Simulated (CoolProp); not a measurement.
Model: reference Helmholtz-energy equation of state, Lemmon 2009, in CoolProp.

Task: For propane, give the phase and the Joule-Thomson coefficient (K/MPa), isothermal compressibility (1/MPa), viscosity (µPa s), Prandtl number at 89.95 °C and 0.442 MPa.

Result: 
- 89.95 °C and 0.442 MPa: gas; Joule-Thomson coefficient 9.81, isothermal compressibility 2.36, viscosity 9.91, Prandtl number 0.756

Viscosity comes from a separate model (Vogel 1998). Thermal conductivity comes from a separate model (Marsh 2002).
